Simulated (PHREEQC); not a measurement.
A column of 0.5 m (30 cells, dispersivity 0.018 m, 720 s a shift, diffusion coefficient 3e-10 m²/s) holds 0.045 eq of the database's cation exchanger X per kg of pore water, first in equilibrium with 0.0005 mol KBr, 0.029 mol CdCl2 and 1e-05 mol HCl per kg of water. It is flushed with 25 mmol/kgw ZnCl2, 2.1 mmol/kgw MgSO4 and 0.01 mmol/kgw HCl, at 40 °C. Values are for the last cell. The system is closed to CO2. Precipitation was switched off in this run.

Base run: PHREEQC, ion-association model, phreeqc.dat. Each further column changes one thing. The table gives Zn in solution (mol/kgw).

```tsv
pore volumes	base	exchange capacity from 0.045 to 0.022 eq/kgw	dispersivity from 0.018 to 0.036 m
0	0	0	0
0.2833	0	0	4.63e-14
0.6833	9.55e-9	6.34e-6	2.62e-6
1.083	3.75e-5	0.00231	0.000461
1.35	0.000743	0.0114	0.00282
1.617	0.00548	0.0199	0.00847
2.017	0.0190	0.0242	0.0176
2.417	0.0238	0.0249	0.0223
2.683	0.0246	0.0250	0.0237
2.95	0.0249	0.0250	0.0243
3.35	0.0250	0.0250	0.0248
3.75	0.0250	0.0250	0.0249
4.017	0.0250	0.0250	0.0250
```

Constants without temperature data keep their 25 °C values here.
